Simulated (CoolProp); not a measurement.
Vapour pressure (bar) of R125: the reference equation beside estimates from Tc = 66.0 °C, pc = 36.18 bar, ω = 0.305. Clausius-Clapeyron is anchored at -16.95 °C with a constant enthalpy of vaporisation of 17.45 kJ/mol.

Values from CoolProp's reference Helmholtz-energy equation of state, Lemmon 2005.

| T (°C) | reference | Clausius-Clapeyron | Redlich-Kwong |
|---|---|---|---|
| -31.45 | 2.148 | 2.309 | 3.672 |
| -27.75 | 2.498 | 2.632 | 4.156 |
| -24.15 | 2.880 | 2.979 | 4.669 |
| -20.55 | 3.304 | 3.359 | 5.226 |
| -16.95 | 3.775 | 3.775 | 5.829 |
| -13.35 | 4.295 | 4.229 | 6.478 |
| -9.75 | 4.867 | 4.722 | 7.176 |
| -6.05 | 5.513 | 5.273 | 7.947 |
| -2.45 | 6.201 | 5.854 | 8.750 |
| 1.15 | 6.952 | 6.481 | 9.607 |
| 4.75 | 7.769 | 7.157 | 10.52 |
| 8.35 | 8.657 | 7.882 | 11.49 |
| 12.05 | 9.645 | 8.683 | 12.55 |
| 15.65 | 10.69 | 9.517 | 13.64 |
| 19.25 | 11.81 | 10.41 | 14.80 |

Absolute difference from the reference over all 15 rows, mean and median: Clausius-Clapeyron 5.9 and 5.6 %, Redlich-Kwong 45.7 and 44.2 %.
